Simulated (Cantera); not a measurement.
What does this Cantera script print?

```python
import numpy as np
import cantera as ct

gas_names = """
    B BH BH2 BH3 B2 H H2
""".split()
cond_names = """
    B(b) B(L)
""".split()


def load(file, names, dense=False):
    # The tables refer to 1 bar. Condensed volumes are neglected.
    table = {s.name: s for s in ct.Species.list_from_file(file)}
    out = []
    for n in names:
        d = dict(table[n].input_data)
        d["thermo"] = dict(d["thermo"], **{"reference-pressure": 1e5})
        if dense:
            d["equation-of-state"] = {"model": "constant-volume", "density": "1e6 g/cm^3"}
        out.append(ct.Species.from_dict(d))
    return out


gas = ct.Solution(thermo="ideal-gas", species=load("nasa_gas.yaml", gas_names))
cond = {s.name: ct.Solution(thermo="fixed-stoichiometry", species=[s], name=s.name)
        for s in load("nasa_condensed.yaml", cond_names, dense=True)}
atoms = {
    'B': {'B': 1},
    'H2': {'H': 2},
}
top_T = {}  # K; cautious upper limits of use, not melting points


def equilibrate(T, P, feed):
    n = {}
    for name, mol in feed.items():
        for a, k in atoms[name].items():
            n[a] = n.get(a, 0.0) + k * mol
    gas.TPX = T, P, n
    mass = sum(n.values()) * gas.mean_molecular_weight
    gas.equilibrate("TP")
    valid = [c for c in cond.values() if c.min_temp <= T <= top_T.get(c.name, c.max_temp)]
    mix = ct.Mixture([(gas, mass / gas.mean_molecular_weight)] + [(c, 0.0) for c in valid])
    mix.T, mix.P = T, P
    mix.equilibrate("TP", solver="vcs", rtol=1e-11, max_steps=5000)
    return mix


results = []
feed = {'B': 1, 'H2': 11}  # mol
P = 6400  # Pa
for T in [750, 900, 1050, 1200, 1350, 1500, 1650, 1800, 1950, 2100, 2250, 2400]:
    mix = equilibrate(T, P, feed)
    results.append((T, P, feed, dict(zip(mix.species_names, mix.species_moles))))

top = {s: max(r[3][s] / sum(r[3][g] for g in gas_names) for r in results) for s in gas_names}
cols = sorted((s for s in top if top[s] > 1e-06), key=lambda s: -top[s])[:9]
seen = [c for c in cond_names if any(r[3].get(c, 0) > 1e-12 for r in results)]
print("log10 of partial pressures in bar; condensed amounts in mol")
print(f"{'T/K':>10s}" + "".join(f"{s[:9]:>10s}" for s in cols + seen))
for T, P, feed, n in results:
    ng = sum(n[g] for g in gas_names)
    print(f"{T:10.4g}" + "".join(f"{np.log10(max(n[s] / ng * P / 1e5, 1e-99)):10.3f}" for s in cols)
          + "".join(f"{n.get(c, 0):10.4g}" for c in seen))
```

Output:

```
log10 of partial pressures in bar; condensed amounts in mol
       T/K        H2         H       BH2         B        BH       BH3      B(b)      B(L)
       750    -1.194   -13.097   -13.019   -31.210   -26.184   -10.283         1         0
       900    -1.194   -10.529   -10.732   -24.701   -21.068    -9.159         1         0
      1050    -1.194    -8.688    -9.105   -20.055   -17.422    -8.374         1         0
      1200    -1.194    -7.302    -7.890   -16.575   -14.694    -7.795         1         0
      1350    -1.194    -6.220    -6.949   -13.872   -12.577    -7.352         1         0
      1500    -1.194    -5.351    -6.199   -11.713   -10.889    -7.003    0.9999         0
      1650    -1.194    -4.639    -5.587    -9.950    -9.511    -6.721    0.9995         0
      1800    -1.194    -4.043    -5.080    -8.484    -8.367    -6.489    0.9985         0
      1950    -1.196    -3.539    -4.654    -7.246    -7.402    -6.297    0.9961         0
      2100    -1.200    -3.106    -4.292    -6.187    -6.579    -6.138    0.9909         0
      2250    -1.207    -2.733    -3.985    -5.272    -5.871    -6.009    0.9806         0
      2400    -1.223    -2.410    -3.749    -4.496    -5.281    -5.933         0    0.9616
```

Equilibrium computed with Cantera from the NASA thermochemical tables; the gas is ideal and each condensed phase is pure. The tables' values for BH2 are old estimates; treat these amounts as uncertain. Gases not in the tables: B2H6 and higher boranes.
